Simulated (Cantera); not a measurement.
Charge: 1 mol H2O, 0.39 mol O2, 3.5 mol H2, equilibrated at 2300 K and 0.100 bar.

Method: chemical equilibrium by Gibbs-energy minimisation in Cantera with the NASA 1993 tables (ideal gas, pure condensed phases). Candidate condensed phases: H2O; 9 gas species. The numbers say what is thermodynamically allowed, not how fast it happens.

Base state: H2 0.586, H2O 0.388, H 0.0234, OH 0.00250, O 6.82e-5, O2 1.88e-5 (mole fractions); condensed: gas only.

What changes in the equilibrium state with this change: H2 from 3.5 to 0.32 mol?


```
species   before    after
-------  -------  -------
H2O        0.388    0.801
O2       1.88e-5    0.142
OH       0.00250   0.0335
H2         0.586   0.0140
H         0.0234  0.00362
O        6.82e-5  0.00591
```

What changes in the equilibrium state with this change: temperature from 2300 K to 2625 K?


```json
[
 {"species": "H2", "before": "0.586", "after": "0.530"},
 {"species": "H2O", "before": "0.388", "after": "0.354"},
 {"species": "H", "before": "0.0234", "after": "0.0978"},
 {"species": "OH", "before": "0.00250", "after": "0.0155"},
 {"species": "O", "before": "6.82e-5", "after": "0.00184"},
 {"species": "O2", "before": "1.88e-5", "after": "0.000499"}
]
```
